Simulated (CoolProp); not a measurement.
Vapour pressure (MPa) of fluoroethane (R161): the reference equation beside estimates from Tc = 102.1 °C, pc = 5.010 MPa, ω = 0.216.

Model: reference Helmholtz-energy equation of state, Wu 2012, in CoolProp.

| T (°C) | reference | Lee-Kesler | Redlich-Kwong |
|---|---|---|---|
| -61.25 | 0.02962 | 0.02852 | 0.05267 |
| -51.55 | 0.05083 | [?] | [?] |
| -41.95 | [?] | 0.08088 | 0.1348 |
| -32.25 | [?] | 0.1270 | 0.2017 |
| -22.65 | 0.1919 | 0.1909 | 0.2896 |
| -12.95 | 0.2783 | 0.2781 | [?] |
| -3.35 | 0.3905 | 0.3914 | 0.5469 |
| 6.35 | 0.5357 | 0.5380 | 0.7244 |
| 15.95 | 0.7162 | 0.7199 | 0.9366 |
| 25.65 | 0.9410 | [?] | 1.192 |

Question: Complete the blanks.

Answer: 
- -51.55, Lee-Kesler: 0.04944
- -51.55, Redlich-Kwong: 0.08665
- -41.95, reference: 0.08243
- -32.25, reference: 0.1285
- -12.95, Redlich-Kwong: 0.4042
- 25.65, Lee-Kesler: 0.9461

Absolute difference from the reference over all 10 rows, mean and median: Lee-Kesler 1.2 and 0.5 %, Redlich-Kwong 49.8 and 48.1 %.
